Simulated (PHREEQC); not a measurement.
Dissolve 0.025 mol/kgw NaHCO3, 0.13 mol/kgw Na2SO4 and 0.014 mol/kgw LiCl at 25 °C. Closed to the air; pH follows from the charge balance.

Equilibrium calculation in PHREEQC: ion-association model, wateq4f.dat.

The ionic strength comes out as 0.366 mol/kgw. What activity coefficients do HCO3-, SO4-2, NaSO4-, Cl-, LiSO4- get?

HCO3- 0.71, SO4-2 0.23, NaSO4- 0.71, Cl- 0.67, LiSO4- 0.70.

This is a speciation only: nothing precipitates in the calculation.
